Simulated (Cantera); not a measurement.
Input (Python, Cantera) and output of one run.

```python
import numpy as np
import cantera as ct

gas_names = [...]  # 116 gases of nasa_gas.yaml made of C, H, Mg, O
cond_names = """
    C(gr) C6H6(L) C7H8(L) C8H18(L),n-octa H2O(s) H2O(L) Mg(cr) Mg(L) MgCO3(s) MgO(s) MgO(L) MgO2H2(s)
""".split()


# ... load() reads the species with a 1 bar reference pressure and builds the phases ...
atoms = {
    'MgCO3': {'Mg': 1, 'C': 1, 'O': 3},
    'H2': {'H': 2},
    'H2O': {'H': 2, 'O': 1},
}
top_T = {'C(gr)': 4500}  # K; cautious upper limits of use, not melting points


# ... equilibrate(T, P, feed) seeds the gas with the atoms and calls Mixture.equilibrate('TP', solver="vcs", rtol=1e-11, max_steps=5000) ...
results = []
feed = {'MgCO3': 1, 'H2': 0.034, 'H2O': 0.38}  # mol
T = 1400  # K
P = 13332.2  # Pa
mix = equilibrate(T, P, feed)
results.append((T, P, feed, dict(zip(mix.species_names, mix.species_moles))))
x = sorted(zip(gas.X, gas.species_names), reverse=True)
print(f"T = {T:g} K  P = {P:g} Pa  gas = {mix.phase_moles(0):.4g} mol")
print("   x: " + "  ".join(f"{s} {v:.3e}" for v, s in x if v > 1e-06))
print("   condensed (mol): " + ("  ".join(f"{mix.phase(i).name} {mix.phase_moles(i):.4g}"
      for i in range(1, mix.n_phases) if mix.phase_moles(i) > 1e-12) or "none"))
```

Output:

```
T = 1400 K  P = 13332.2 Pa  gas = 1.414 mol
   x: CO2 6.871e-01  H2O 2.889e-01  CO 2.014e-02  H2 3.902e-03  OH 1.224e-06
   condensed (mol): MgO(s) 1
```

Method: chemical equilibrium by Gibbs-energy minimisation in Cantera with the NASA 1993 tables (ideal gas, pure condensed phases).
